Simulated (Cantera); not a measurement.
A closed system holds: 1 mol Fe₂O₃, 1.9 mol CO, 0.1 mol N₂, at 2202 °C and 100 Torr.

Cantera equilibrium calculation (NASA polynomials, part measured and part estimated; ideal gas, pure solids and liquids). Candidate condensed phases: C, Fe, Fe(CO)₅, FeO, Fe₂O₃, Fe₃O₄; 27 gas species. The tables' stoichiometric FeO is somewhat more stable than real wüstite, so its field is too wide. FeO: taken at fixed stoichiometry. Equilibrium is a limit: real reactors are often held back by kinetics, nucleation or transport.

Base state: CO₂ 0.476, CO 0.444, N₂ 0.0478, Fe 0.0143, O₂ 0.00898, FeO 0.00469, O 0.00332, NO 0.00112 (mole fractions); condensed: FeO(l).

Problem. What changes in the equilibrium state with this change: pressure from 100 Torr to 72.0 Torr?

Solution. 
```csv
species,before,after
CO₂,0.476,0.468
CO,0.444,0.440
N₂,0.0478,0.0471
Fe,0.0143,0.0201
O₂,0.00898,0.0122
FeO,0.00469,0.00651
O,0.00332,0.00457
NO,0.00112,0.00130
"FeO(l), mol",1.96,1.94
```

Problem. What changes in the equilibrium state with this change: temperature from 2202 °C to 1827 °C?

Solution. 
```
species       before     after
-----------  -------  --------
CO₂            0.476     0.500
CO             0.444     0.449
N₂            0.0478    0.0499
Fe            0.0143  0.000687
O₂           0.00898   7.97e-5
O            0.00332   3.40e-5
FeO          0.00469   9.47e-5
NO           0.00112   4.88e-5
FeO(l), mol     1.96      2.00
```

Problem. What changes in the equilibrium state with this change: temperature from 2202 °C to 1925 °C?

Solution. 
| species | before | after |
|---|---|---|
| CO₂ | 0.476 | 0.500 |
| CO | 0.444 | 0.448 |
| N₂ | 0.0478 | 0.0498 |
| Fe | 0.0143 | 0.00167 |
| O₂ | 0.00898 | 0.000330 |
| O | 0.00332 | 0.000133 |
| FeO | 0.00469 | 0.000302 |
| NO | 0.00112 | 0.000125 |
| FeO(l), mol | 1.96 | 2.00 |
